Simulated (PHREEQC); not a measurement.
**Arsenic or selenium liquor: speciation**

Solution (20 °C): 0.00076 mol/kgw Na2SeO4, 0.0013 mol/kgw NH3 and 0.0032 mol/kgw CaCl2. Closed to the air; pH follows from the charge balance.

Model: ion-association model, wateq4f.dat, run in PHREEQC.

| Property | Result |
|---|---|
| pH | 10.30 |
| ionic strength | 0.0120 mol/kgw |
| total alkalinity | 1.30 meq/kg |

| species | molality | activity | log γ |
|---|---|---|---|
| Cl- | 0.00640 | 0.00572 | -0.049 |
| Ca+2 | 0.00319 | 0.00208 | -0.186 |
| Na+ | 0.00152 | 0.00136 | -0.048 |
| NH3 | 0.00114 | 0.00114 | 0.000 |
| SeO4-2 | 0.000760 | 0.000488 | -0.193 |
| NH4+ | 0.000160 | 0.000143 | -0.048 |
| OH- | 0.000152 | 0.000136 | -0.049 |
| CaOH+ | 7.68e-6 | 6.91e-6 | -0.046 |

Precipitation was switched off in this run.
